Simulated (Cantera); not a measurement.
Input: 1 mol C₂F₆, 2 mol F₂, at 1.00 bar.

These are equilibrium values from Cantera (NASA tables, ideal gas, pure condensed phases), not measurements of a reactor. Candidate condensed phases: C; 23 gas species. Ions and electrons are included (thermal ionisation). The feed counts by its element totals alone. Gases not in the tables: C₂F₆ and larger saturated fluorocarbons. Equilibrium is a limit: real reactors are often held back by kinetics, nucleation or transport.

x: gas mole fraction; nothing condenses.

| T (K) | x F | x CF₄ | x CF₂ | x C | x CF | x CF₃ | x C₂ | x C₃ |
|---|---|---|---|---|---|---|---|---|
| 2000 | 0.498 | 0.501 | 2.87e-8 | <1e-12 | <1e-12 | 3.30e-6 | <1e-12 | <1e-12 |
| 2250 | 0.500 | 0.500 | 1.24e-5 | <1e-12 | 4.33e-10 | 0.000122 | <1e-12 | <1e-12 |
| 2500 | 0.502 | 0.494 | 0.00154 | 8.91e-12 | 8.78e-7 | 0.00216 | <1e-12 | <1e-12 |
| 2750 | 0.558 | 0.376 | 0.0497 | 2.62e-8 | 0.000253 | 0.0157 | 7.84e-11 | 5.62e-12 |
| 3000 | 0.704 | 0.0839 | 0.187 | 3.16e-6 | 0.00508 | 0.0197 | 1.23e-7 | 7.55e-8 |
| 3250 | 0.752 | 0.00657 | 0.207 | 8.63e-5 | 0.0266 | 0.00759 | 1.40e-5 | 2.48e-5 |
| 3500 | 0.773 | 0.000460 | 0.148 | 0.00102 | 0.0738 | 0.00214 | 0.000387 | 0.00119 |
| 3750 | 0.807 | 2.97e-5 | 0.0688 | 0.00520 | 0.109 | 0.000451 | 0.00247 | 0.00724 |
| 4000 | 0.834 | 1.88e-6 | 0.0245 | 0.0153 | 0.108 | 8.04e-5 | 0.00622 | 0.0124 |
| 4250 | 0.846 | (withheld) | (withheld) | (withheld) | (withheld) | (withheld) | (withheld) | 0.0125 |
| 4500 | 0.847 | (withheld) | (withheld) | (withheld) | (withheld) | (withheld) | 0.0129 | (withheld) |
| 4750 | 0.844 | 9.85e-10 | 0.000879 | 0.0925 | 0.0457 | 5.23e-7 | 0.0124 | 0.00470 |
| 5000 | 0.839 | 1.02e-10 | 0.000285 | 0.120 | 0.0288 | 1.07e-7 | 0.00958 | 0.00186 |

### Question
What belongs in the gaps?

### Answer

- 4250, x CF₄: 1.32e-7
- 4250, x CF₂: 0.00819
- 4250, x C: 0.0338
- 4250, x CF: 0.0894
- 4250, x CF₃: 1.44e-5
- 4250, x C₂: 0.0103
- 4500, x CF₄: 1.07e-8
- 4500, x CF₂: 0.00270
- 4500, x C: 0.0612
- 4500, x CF: 0.0670
- 4500, x CF₃: 2.69e-6
- 4500, x C₃: 0.00898
